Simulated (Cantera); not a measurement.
An isothermal plug-flow reactor at 1100 K and 2.80 bar (inlet), inlet velocity 6.3 m/s, active area per volume 130 1/m; feed CH₄ : O₂ : N₂ : H₂O = 0.0081 : 0.13 : 0.79 : 0.053 (molar parts), equivalence ratio 0.12.

Cantera simulation using Deutschmann's 1995 Pt surface mechanism with GRI-Mech 3.0 gas chemistry; the numbers are that mechanism's predictions, not measurements. Catalytic surfaces can have several steady states; this one follows from the mechanism file's or the stated starting coverage. Mass transfer to the wall is taken as infinitely fast.

### Question
Predict: x(CH₄) at z = 0.049 m; x(O₂) at z = 0.049 m; x(H₂O) at z = 0.049 m; x(CO₂) at z = 0.049 m; x(CO) at z = 0.049 m; θ(free Pt) at the exit; θ(O*) at the exit; θ(OH*) at the exit.

### Answer
```json
{
 "x(CH₄) at z = 0.049 m": "0.00737",
 "x(O₂) at z = 0.049 m": "0.131",
 "x(H₂O) at z = 0.049 m": "0.0557",
 "x(CO₂) at z = 0.049 m": "0.000801",
 "x(CO) at z = 0.049 m": "5.67e-6",
 "θ(free Pt) at the exit": "0.229",
 "θ(O*) at the exit": "0.766",
 "θ(OH*) at the exit": "0.00541"
}
```
